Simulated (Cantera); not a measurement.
**Low-pressure radical oxidation in H2/O2**

An isothermal, constant-pressure homogeneous reactor starts with 0.986 % H2, 37.9 % O2, 60.7 % N2, 0.455 % H2O, at 975 K and 0.0267 bar.

Cantera simulation using GRI-Mech 3.0 (53 species, 325 reactions); the numbers are that mechanism's predictions, not measurements. Radical loss at walls, strong at low pressure, is not modelled.

| t (s) | x H2 | x O2 | x NO | x NO2 | x OH | x H2O2 | x N2O |
|---|---|---|---|---|---|---|---|
| 1.00e-6 | 0.00986 | 0.379 | <1e-12 | <1e-12 | <1e-12 | <1e-12 | <1e-12 |
| 4.35e-6 | 0.00986 | 0.379 | <1e-12 | <1e-12 | <1e-12 | <1e-12 | <1e-12 |
| 1.89e-5 | 0.00986 | 0.379 | <1e-12 | <1e-12 | <1e-12 | <1e-12 | <1e-12 |
| 8.23e-5 | 0.00986 | 0.379 | <1e-12 | <1e-12 | <1e-12 | <1e-12 | <1e-12 |
| 0.000358 | 0.00986 | 0.379 | <1e-12 | <1e-12 | 5.53e-12 | <1e-12 | <1e-12 |
| 0.00156 | 0.00986 | 0.379 | <1e-12 | <1e-12 | 6.71e-11 | <1e-12 | <1e-12 |
| 0.00678 | 0.00986 | 0.379 | <1e-12 | <1e-12 | 6.24e-8 | 1.04e-12 | <1e-12 |
| 0.0295 | 0.000229 | 0.375 | 1.52e-8 | 3.74e-12 | 0.000294 | 8.23e-8 | 1.87e-9 |
| 0.128 | 9.14e-6 | 0.376 | 1.78e-8 | 3.97e-11 | 5.26e-5 | 3.74e-8 | 4.27e-9 |
| 0.558 | 5.09e-7 | 0.376 | 1.78e-8 | 1.33e-10 | 1.32e-5 | 1.56e-8 | 4.93e-9 |
| 2.43 | 2.93e-8 | 0.376 | 1.77e-8 | 1.78e-10 | 4.01e-6 | 3.78e-9 | 5.12e-9 |
| 10.6 | 2.76e-9 | 0.376 | 1.78e-8 | 1.45e-10 | 1.49e-6 | 7.87e-10 | 5.22e-9 |
| 46.0 | 4.30e-10 | 0.376 | 1.78e-8 | 9.12e-11 | 6.30e-7 | 1.70e-10 | 5.27e-9 |
| 200 | 8.33e-11 | 0.376 | 1.79e-8 | 6.15e-11 | 2.85e-7 | 3.80e-11 | 5.28e-9 |
x: mole fraction; the columns are a selection and need not sum to one.

Equilibrium at this temperature and pressure: H2 5.92e-12, O2 0.376, NO 2.79e-5, NO2 3.91e-7, OH 7.61e-8, H2O2 2.94e-12, N2O 3.38e-10 (gas phase only).
